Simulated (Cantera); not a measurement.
An isothermal, constant-pressure homogeneous reactor starts with N₂O : N₂ = 1 : 0.38 (molar parts), at 1425 K and 100.0 Torr. Integrator tolerance rtol = 1e-08.

Model: GRI-Mech 3.0 (53 species, 325 reactions), integrated in Cantera. GRI-Mech 3.0 was tuned for natural gas; its chemistry of N2O as a main component is partial and can be far from experiment. The temperature is held fixed by assumption; the heat of reaction is taken as removed at once.

**Question.** What does this change do: temperature 1425 to 1123 K?

**Answer.** 
```json
[
 {"quantity": "x(N₂O) at 30.0 s", "before": "3.11e-6 (gas-phase equilibrium 2.01e-8)", "after": "0.382 (gas-phase equilibrium 2.96e-9)"},
 {"quantity": "x(O₂) at 30.0 s", "before": "0.214 (gas-phase equilibrium 0.266)", "after": "0.116 (gas-phase equilibrium 0.266)"},
 {"quantity": "x(NO) at 30.0 s", "before": "0.104 (gas-phase equilibrium 0.000907)", "after": "0.0188 (gas-phase equilibrium 0.000114)"},
 {"quantity": "x(N₂) at 30.0 s", "before": "0.682 (gas-phase equilibrium 0.734)", "after": "0.483 (gas-phase equilibrium 0.734)"},
 {"quantity": "x(NO₂) at 30.0 s", "before": "0.000260 (gas-phase equilibrium 2.53e-6)", "after": "3.36e-5 (gas-phase equilibrium 1.17e-6)"}
]
```
The mechanism lacks the step 2 NO + O2 → 2 NO2, which can matter for NO2 below about 1400 K.

**Question.** What does this change do: temperature 1425 to 1100 K?

**Answer.** 
| quantity | before | after |
|---|---|---|
| x(N₂O) at 30.0 s | 3.11e-6 (gas-phase equilibrium 2.01e-8) | 0.487 (gas-phase equilibrium 2.46e-9) |
| x(O₂) at 30.0 s | 0.214 (gas-phase equilibrium 0.266) | 0.0812 (gas-phase equilibrium 0.266) |
| x(NO) at 30.0 s | 0.104 (gas-phase equilibrium 0.000907) | 0.0118 (gas-phase equilibrium 9.28e-5) |
| x(N₂) at 30.0 s | 0.682 (gas-phase equilibrium 0.734) | 0.420 (gas-phase equilibrium 0.734) |
| x(NO₂) at 30.0 s | 0.000260 (gas-phase equilibrium 2.53e-6) | 2.16e-5 (gas-phase equilibrium 1.09e-6) |
The mechanism lacks the step 2 NO + O2 → 2 NO2, which can matter for NO2 below about 1400 K.
